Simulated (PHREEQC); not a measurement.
A solution holds 0.019 mol/kgw H3BO3 and 0.00017 mol/kgw Na2HPO4, at 25 °C. Closed to the air; pH follows from the charge balance.

All values are PHREEQC results (ion-association model, phreeqc.dat), not measurements.

Each row changes one thing in this solution. No solid was allowed to form.

```csv
case,pH,ionic strength (mol/kgw),H2BO3- (mol/kgw),H2PO4- (mol/kgw),HPO4-2 (mol/kgw),NaHPO4- (mol/kgw)
as made,6.97,0.000405,0.000105,0.000105,6.54e-5,3.95e-8
0.0003 mol/kgw NaHF2 added,___,0.000706,1.76e-7,0.000168,1.79e-7,1.98e-10
temperature from 25 to 30 °C,6.94,0.000404,0.000106,0.000106,6.36e-5,3.84e-8
temperature from 25 to 10 °C,7.07,0.000411,9.88e-5,9.88e-5,7.12e-5,4.31e-8
0.00039 mol/kgw H3PO4 added,3.70,0.000545,5.63e-8,0.000544,1.83e-7,1.09e-10
diluted 5-fold with water,6.98,8.10e-5,2.11e-5,2.11e-5,1.29e-5,1.65e-9
diluted 10-fold with water,6.98,4.06e-5,1.06e-5,1.06e-5,___,4.15e-10
```

**Question.** Some entries are withheld; supply them.

**Answer.** 
- 0.0003 mol/kgw NaHF2 added, pH: 4.19
- diluted 10-fold with water, HPO4-2 (mol/kgw): 6.45e-6

Constants without temperature data keep their 25 °C values here. Real BF4- forms and hydrolyses slowly; the run takes it at equilibrium.
